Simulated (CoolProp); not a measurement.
Values from CoolProp's reference Helmholtz-energy equation of state, Colonna 2008. It is a short technical equation, of lower accuracy than the large ones.

**Question.** Give the vapour pressure (MPa), liquid density (kg/m³), vapour density (kg/m³), enthalpy of vaporisation (kJ/kg) of saturated dodecamethylcyclohexasiloxane (D6) at 409.4, 421.4, 457.6 K.

**Answer.** 
| T (K) | p (MPa) | liquid density (kg/m³) | vapour density (kg/m³) | enthalpy of vaporisation (kJ/kg) |
|---|---|---|---|---|
| 409.4 | 0.00379 | 844 | 0.499 | 128 |
| 421.4 | 0.00610 | 830 | 0.783 | 125 |
| 457.6 | 0.0210 | 786 | 2.52 | 116 |
